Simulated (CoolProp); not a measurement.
Properties of tetrahydrofuran along the isobar 0.335 MPa (Tc = 267.0 °C, pc = 5.304 MPa, ω = 0.234).

The numbers come from the reference Helmholtz-energy equation of state, Fiedler 2023 in CoolProp.

| T (°C) | phase | Z | cv (kJ/(kg K)) | speed of sound (m/s) | isothermal compressibility (1/MPa) | expansivity (1/kK) |
|---|---|---|---|---|---|---|
| 94.05 | liquid | 0.009860 | 1.435 | 959.8 | 0.001891 | 1.536 |
| 99.65 | liquid | 0.009797 | 1.455 | 935.0 | 0.002007 | 1.571 |
| 105.25 | liquid | 0.009738 | 1.475 | 910.2 | 0.002135 | 1.608 |
| 110.85 | gas | 0.9335 | 1.316 | 207.0 | 3.213 | 3.212 |
| 116.45 | gas | 0.9366 | 1.338 | 208.9 | 3.201 | 3.135 |
| 122.05 | gas | 0.9395 | 1.360 | 210.8 | 3.190 | 3.063 |
| 127.65 | gas | 0.9422 | 1.382 | 212.7 | 3.179 | 2.994 |
| 133.25 | gas | 0.9448 | 1.404 | 214.5 | 3.170 | 2.929 |
| 138.75 | gas | 0.9471 | 1.425 | 216.3 | 3.161 | 2.869 |
| 144.35 | gas | 0.9494 | 1.446 | 218.1 | 3.152 | 2.811 |
| 149.95 | gas | 0.9516 | 1.468 | 219.8 | 3.145 | 2.755 |
| 155.55 | gas | 0.9536 | 1.489 | 221.5 | 3.137 | 2.702 |
| 161.15 | gas | 0.9555 | 1.510 | 223.3 | 3.130 | 2.651 |
| 166.75 | gas | 0.9573 | 1.530 | 224.9 | 3.124 | 2.603 |
| 172.35 | gas | 0.9590 | 1.551 | 226.6 | 3.118 | 2.557 |
| 177.95 | gas | 0.9607 | 1.571 | 228.2 | 3.112 | 2.512 |
